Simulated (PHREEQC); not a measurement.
2.9 g of hydrous ferric oxide (600 m²/g; 0.2 weak and 0.005 strong sites per Fe, Dzombak-Morel constants, diffuse double layer) in 1 kg of water with 0.01 mol/kgw of an inert sodium salt and 12 mmol/kgw MnCl2, at 25 °C; the pH is set by adding NaOH or the inert anion's acid. The system is closed to oxygen. No CO2 enters from the air. Precipitation was switched off in this run.

Base run: PHREEQC, ion-association model, wateq4f.dat. Each further column changes one thing. The table gives surface charge σ (C/m²).

| pH | base | background salt from 0.01 to 0.001 mol/kgw | oxide from 2.9 to 14 g/kgw | 0.002 mol/kgw ZnCl2 added |
|---|---|---|---|---|
| 4 | 0.292 | 0.282 | 0.300 | ___ |
| 5.33 | 0.144 | ___ | 0.148 | ___ |
| 6.67 | 0.064 | 0.059 | 0.057 | ___ |
| 8 | 0.061 | 0.055 | 0.025 | ___ |
| 9.33 | 0.060 | 0.054 | -0.005 | ___ |
| 10.67 | 0.052 | 0.046 | -0.042 | 0.054 |
| 12 | 0.027 | 0.025 | -0.086 | ___ |

### Question
Complete the blanks.

### Answer

- 4, 0.002 mol/kgw ZnCl2 added: 0.297
- 5.33, background salt from 0.01 to 0.001 mol/kgw: 0.135
- 5.33, 0.002 mol/kgw ZnCl2 added: 0.150
- 6.67, 0.002 mol/kgw ZnCl2 added: 0.083
- 8, 0.002 mol/kgw ZnCl2 added: 0.077
- 9.33, 0.002 mol/kgw ZnCl2 added: 0.066
- 12, 0.002 mol/kgw ZnCl2 added: 0.029

In at least one series the solution becomes supersaturated in solids that the run did not let form, among them Pyrochroite.
